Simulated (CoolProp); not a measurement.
Methanol along the isobar 48.4 bar: density (kg/m³) from the reference equation and from simpler models built on Tc = 513.4 K, pc = 82.16 bar, ω = 0.565; each cubic takes its own stable root.

The numbers come from the reference Helmholtz-energy equation of state, de Reuck 1993 in CoolProp.

```json
[
 {"T (K)": "232.5", "phase": "liquid", "reference": "851.6"},
 {"T (K)": "269.3", "phase": "liquid", "reference": "817.3"},
 {"T (K)": "306.1", "phase": "liquid", "reference": "783.6"},
 {"T (K)": "342.9", "phase": "liquid", "reference": "749.0"},
 {"T (K)": "379.7", "phase": "liquid", "reference": "710.7"},
 {"T (K)": "416.5", "phase": "liquid", "reference": "664.9"},
 {"T (K)": "453.2", "phase": "liquid", "reference": "603.5"},
 {"T (K)": "490", "phase": "gas", "reference": "59.54"},
 {"T (K)": "526.8", "phase": "gas", "reference": "45.11"},
 {"T (K)": "563.6", "phase": "gas", "reference": "38.96"}
]
```

### Question
How far does each simpler model (van der Waals, Redlich-Kwong, Soave-Redlich-Kwong, Peng-Robinson) lie from the reference over these 10 states: mean and median of the absolute difference, and the worst?

### Answer
- van der Waals: mean 41.5 %, median 50.9 %, worst -89.7 % at 453.2 K and 48.4 bar
- Redlich-Kwong: mean 22.2 %, median 27.6 %, worst -35.4 % at 453.2 K and 48.4 bar
- Soave-Redlich-Kwong: mean 18.1 %, median 23.4 %, worst -28.1 % at 453.2 K and 48.4 bar
- Peng-Robinson: mean 11.2 %, median 13.8 %, worst -18.6 % at 453.2 K and 48.4 bar

At some of these states van der Waals gives the other phase, because its saturation line lies elsewhere.
